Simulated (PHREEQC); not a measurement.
# Alkaline etch or developer

Consider water at 15 °C with 1.5 mmol/kgw NH3 and 38 mmol/kgw K2CO3. Closed to the air; pH follows from the charge balance.

The numbers come from PHREEQC with the ion-association model, wateq4f.dat.

Each row changes one thing in this solution. Precipitation was switched off in this run.

```
case                                             pH  ionic strength (mol/kgw)  NH4+ (mol/kgw)
--------------------------------------------  -----  ------------------------  --------------
as made                                       11.45                     0.112         2.45e-5
NH3 from 0.0015 to 0.00225 mol/kgw            11.45                     0.112         3.65e-5
K2CO3 left out                                10.52                  0.000151        0.000151
diluted 10-fold with water                    11.05                    0.0108         5.17e-6
NH3 from 0.0015 to 0.003 mol/kgw              11.46                     0.112         4.86e-5
temperature from 15 to 25 °C                  11.22                     0.112         2.01e-5
temperature from 15 to 60 °C                  10.61                     0.109         9.24e-6
K2CO3 replaced by KHCO3 at the same molality   8.80                    0.0407         0.00131
NH3 from 0.0015 to 0.0003 mol/kgw             11.45                     0.112         4.92e-6
```

At this temperature some constants are extrapolated from 25 °C, and those without enthalpy data are left unchanged.
